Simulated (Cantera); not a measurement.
An adiabatic, constant-volume homogeneous reactor starts with CH3OH : O2 : N2 : H2O = 1 : 0.682 : 2.56 : 0.28 (molar parts), equivalence ratio 2.2, at 1773 K and 500000 Pa. Integrator tolerance rtol = 1e-08.

Model: GRI-Mech 3.0 (53 species, 325 reactions), integrated in Cantera. GRI-Mech 3.0 was tuned for natural gas; its chemistry of methanol as a main component is partial and can be far from experiment.

Problem. What does this change do: initial temperature 1773 to 1650 K?

Solution. 
| quantity | before | after |
|---|---|---|
| time of steepest temperature rise | 3.61 µs | 8.73 µs |
| temperature at 0.300 s | 2945 K | 2872 K |
| equilibrium temperature | 2945 K | 2872 K |
| x(CH3OH) at 0.300 s | 2.50e-12 (gas-phase equilibrium 2.59e-12) | 3.03e-12 (gas-phase equilibrium 3.13e-12) |
| x(O2) at 0.300 s | 0.000369 (gas-phase equilibrium 0.000369) | 0.000212 (gas-phase equilibrium 0.000212) |
| x(H2O) at 0.300 s | 0.235 (gas-phase equilibrium 0.235) | 0.238 (gas-phase equilibrium 0.238) |
| x(NO2) at 0.300 s | 1.15e-7 (gas-phase equilibrium 1.15e-7) | 6.52e-8 (gas-phase equilibrium 6.52e-8) |
| x(H) at 0.300 s | 0.0151 (gas-phase equilibrium 0.0151) | 0.0117 (gas-phase equilibrium 0.0117) |
| x(NO) at 0.300 s | 0.00139 (gas-phase equilibrium 0.00139) | 0.000960 (gas-phase equilibrium 0.000960) |
| x(HCO) at 0.300 s | 1.82e-6 (gas-phase equilibrium 1.82e-6) | 1.59e-6 (gas-phase equilibrium 1.59e-6) |

Problem. What does this change do: pressure from 500000 Pa to 56000 Pa?

Solution. 
| quantity | before | after |
|---|---|---|
| time of steepest temperature rise | 3.61 µs | 26.7 µs |
| temperature at 0.300 s | 2945 K | 2794 K |
| equilibrium temperature | 2945 K | 2794 K |
| x(CH3OH) at 0.300 s | 2.50e-12 (gas-phase equilibrium 2.59e-12) | <1e-12 (gas-phase equilibrium <1e-12) |
| x(O2) at 0.300 s | 0.000369 (gas-phase equilibrium 0.000369) | 0.00106 (gas-phase equilibrium 0.00106) |
| x(H2O) at 0.300 s | 0.235 (gas-phase equilibrium 0.235) | 0.225 (gas-phase equilibrium 0.225) |
| x(NO2) at 0.300 s | 1.15e-7 (gas-phase equilibrium 1.15e-7) | 9.95e-8 (gas-phase equilibrium 9.95e-8) |
| x(H) at 0.300 s | 0.0151 (gas-phase equilibrium 0.0151) | 0.0276 (gas-phase equilibrium 0.0276) |
| x(NO) at 0.300 s | 0.00139 (gas-phase equilibrium 0.00139) | 0.00192 (gas-phase equilibrium 0.00192) |
| x(HCO) at 0.300 s | 1.82e-6 (gas-phase equilibrium 1.82e-6) | 4.18e-7 (gas-phase equilibrium 4.18e-7) |
